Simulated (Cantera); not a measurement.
Cantera run:

```python
import numpy as np
import cantera as ct

gas_names = [...]  # 151 gases of nasa_gas.yaml made of C, H, N, O, Si
cond_names = """
    C(gr) C6H6(L) C7H8(L) C8H18(L),n-octa H2O(s) H2O(L) Si(cr) Si(L) SiC(b) SiO2(Lqz) SiO2(hqz) SiO2(L)
    Si2N2O(s) Si3N4(a)
""".split()


# ... load() reads the species with a 1 bar reference pressure and builds the phases ...
atoms = {
    'TEOS': {'Si': 1, 'C': 8, 'H': 20, 'O': 4},
    'NO': {'N': 1, 'O': 1},
    'H2': {'H': 2},
}
top_T = {'C(gr)': 4500, 'SiC(b)': 3050, 'Si2N2O(s)': 2100, 'Si3N4(a)': 2400}  # K; cautious upper limits of use, not melting points


# ... equilibrate(T, P, feed) seeds the gas with the atoms and calls Mixture.equilibrate('TP', solver="vcs", rtol=1e-11, max_steps=5000) ...
results = []
feed = {'TEOS': 1, 'NO': 1.5, 'H2': 7.5}  # mol
P = 170  # Pa
for T in [1325, 1400, 1475, 1550, 1625, 1700, 1775, 1850, 1925, 2000, 2075]:
    mix = equilibrate(T, P, feed)
    results.append((T, P, feed, dict(zip(mix.species_names, mix.species_moles))))

top = {s: max(r[3][s] / sum(r[3][g] for g in gas_names) for r in results) for s in gas_names}
cols = sorted((s for s in top if top[s] > 1e-05), key=lambda s: -top[s])[:9]
seen = [c for c in cond_names if any(r[3].get(c, 0) > 1e-12 for r in results)]
print("log10 of partial pressures in bar; condensed amounts in mol")
print(f"{'T/K':>10s}" + "".join(f"{s[:9]:>10s}" for s in cols + seen))
for T, P, feed, n in results:
    ng = sum(n[g] for g in gas_names)
    print(f"{T:10.4g}" + "".join(f"{np.log10(max(n[s] / ng * P / 1e5, 1e-99)):10.3f}" for s in cols)
          + "".join(f"{n.get(c, 0):10.4g}" for c in seen))
```

It prints:

```
log10 of partial pressures in bar; condensed amounts in mol
       T/K        H2        CO         H        N2        Si       HCN       SiO C2H2,acet      SiC2     C(gr)    SiC(b) Si2N2O(s)
      1325    -2.884    -3.428    -7.228    -4.727   -12.742    -7.389    -6.740    -8.954   -16.239     3.001         0    0.4988
      1400    -2.902    -3.405    -6.764    -4.271   -11.404    -6.891    -6.308    -8.501   -14.561     1.512    0.9931         0
      1475    -2.902    -3.406    -6.338    -4.271   -10.421    -6.640    -6.160    -8.078   -13.273     1.516    0.9903         0
      1550    -2.903    -3.406    -5.953    -4.272    -9.534    -6.415    -6.026    -7.697   -12.112      1.52    0.9868         0
      1625    -2.903    -3.407    -5.603    -4.273    -8.730    -6.211    -5.905    -7.352   -11.060     1.525    0.9826         0
      1700    -2.904    -3.407    -5.284    -4.275    -7.997    -6.026    -5.795    -7.038   -10.103     1.529    0.9774         0
      1775    -2.906    -3.408    -4.991    -4.277    -7.327    -5.857    -5.695    -6.752    -9.228     1.532     0.971         0
      1850    -2.908    -3.410    -4.723    -4.281    -6.712    -5.704    -5.605    -6.491    -8.425     1.535    0.9621         0
      1925    -2.913    -3.413    -4.476    -4.287    -6.146    -5.565    -5.522    -6.252    -7.687     1.539    0.9464         0
      2000    -2.921    -3.417    -4.249    -4.294    -5.622    -5.439    -5.448    -6.036    -7.005     1.555     0.911         0
      2075    -2.934    -3.423    -4.042    -4.306    -5.137    -5.328    -5.382    -5.840    -6.374     1.611    0.8183         0
```

These are equilibrium values from Cantera (NASA tables, ideal gas, pure condensed phases), not measurements of a reactor. The feed counts by its element totals alone.
